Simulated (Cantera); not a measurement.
A perfectly stirred reactor is fed with 0.277 % CH2O, 0.909 % O2, 98.8 % N2, equivalence ratio 0.30, at 1.01 bar; it is held at 1398 K, and followed from long to short residence time.

Model: GRI-Mech 3.0 (53 species, 325 reactions), integrated in Cantera.

Problem. Predict: x(CH2O) at τ = 21.0 s; x(O2) at τ = 21.0 s; x(NO) at τ = 21.0 s; x(N2O) at τ = 21.0 s; x(CH2O) at τ = 0.170 s; x(O2) at τ = 0.170 s; x(HCO) at τ = 0.170 s; x(NO) at τ = 0.170 s; x(N2O) at τ = 0.170 s.

Solution. 
```json
{
  "x(CH2O) at τ = 21.0 s": "6.16e-8",
  "x(O2) at τ = 21.0 s": "0.00632",
  "x(NO) at τ = 21.0 s": "1.48e-6",
  "x(N2O) at τ = 21.0 s": "2.38e-7",
  "x(CH2O) at τ = 0.170 s": "1.21e-6",
  "x(O2) at τ = 0.170 s": "0.00636",
  "x(HCO) at τ = 0.170 s": "4.91e-9",
  "x(NO) at τ = 0.170 s": "1.02e-6",
  "x(N2O) at τ = 0.170 s": "7.26e-7"
}
```
